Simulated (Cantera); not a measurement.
Charge: 1 mol SiO2, 0.93 mol C, 0.012 mol H2, held at 0.00133 bar.

These are equilibrium values from Cantera (NASA tables, ideal gas, pure condensed phases), not measurements of a reactor. Candidate condensed phases: C, C6H6, C7H8, C8H18, H2O, Si, SiC, SiO2; 146 gas species. Ions and electrons are included (thermal ionisation). Rates play no part. All values below are at 4500 K.

Base state: O 0.332, CO 0.309, Si 0.295, SiO 0.0319, Si+ 0.00952, e- 0.00952, H 0.00808, C 0.00381 (mole fractions); condensed: gas only.

Task: What changes in the equilibrium state with this change: pressure from 0.00133 bar to 0.000720 bar?

Result: 
```json
[
 {"species": "O", "before": "0.332", "after": "0.342"},
 {"species": "CO", "before": "0.309", "after": "0.300"},
 {"species": "Si", "before": "0.295", "after": "0.299"},
 {"species": "SiO", "before": "0.0319", "after": "0.0179"},
 {"species": "e-", "before": "0.00952", "after": "0.0130"},
 {"species": "Si+", "before": "0.00952", "after": "0.0130"},
 {"species": "O2", "before": "1.19e-5", "after": "6.80e-6"},
 {"species": "C", "before": "0.00381", "after": "0.00666"},
 {"species": "H", "before": "0.00808", "after": "0.00792"}
]
```

Task: What changes in the equilibrium state with this change: H2 from 0.012 to 0.045 mol?

Result: 
```tsv
species	before	after
O	0.332	0.325
CO	0.309	0.302
Si	0.295	0.289
H	0.00808	0.0296
SiO	0.0319	0.0306
O2	1.19e-5	1.14e-5
e-	0.00952	0.00942
Si+	0.00952	0.00942
```
